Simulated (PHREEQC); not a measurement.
A PHREEQC input (ion-association model, wateq4f.dat):

```
SOLUTION 1
  temp 25
  units mg/kgw
  pH 12.5
  pe 12.7
  Na 40.1
  K 0.111
  Ca 235
  Mg 78.4
  Cl 73.3
  S(6) 838 as SO4
  Alkalinity 89.6 as HCO3
  Ba 2.46
END
USE solution 1
EQUILIBRIUM_PHASES 1
  CO2(g) -3.4 10
END
```

It stops with these messages:

```
WARNING: Maximum iterations exceeded, 100
WARNING: Maximum iterations exceeded, 100
WARNING: The program has failed to converge to a numerical solution.
ERROR:           Alkalinity has not converged. Total: 1.468393e-03	Calculated: 2.421791e-03	Residual: -9.533988e-04
ERROR: Is non-carbonate alkalinity greater than total alkalinity?
ERROR:                   Ba has not converged. Total: 1.791175e-05	Calculated: 1.243855e-07	Residual: 1.778737e-05
ERROR:                   Ca has not converged. Total: 5.863273e-03	Calculated: 7.943264e-06	Residual: 5.855330e-03
ERROR:                   Cl has not converged. Total: 2.067526e-03	Calculated: 1.646910e-03	Residual: 4.206158e-04
ERROR:                    K has not converged. Total: 2.838729e-06	Calculated: 2.289155e-06	Residual: 5.495746e-07
ERROR:                   Mg has not converged. Total: 3.224745e-03	Calculated: 6.001247e-06	Residual: 3.218744e-03
ERROR:                   Na has not converged. Total: 1.744252e-03	Calculated: 5.610216e-04	Residual: 1.183230e-03
ERROR:                 S(6) has not converged. Total: 8.723351e-03	Calculated: 1.549703e-03	Residual: 7.173648e-03
ERROR:                   Mu Ionic strength has not converged. 	Residual: 1.711352e-08
ERROR:               A(H2O) Activity of water has not converged. 	Residual: -9.990177e-01
ERROR: Model failed to converge for initial solution  1.
```

Problem. Why does the run stop?

Solution. The fault: pH typed as 12.5 with the alkalinity kept. The line should read `pH 6.61` where the input has `pH 12.5`. With the mend the run ends at pH 8.26 and ionic strength 0.0280 mol/kgw.
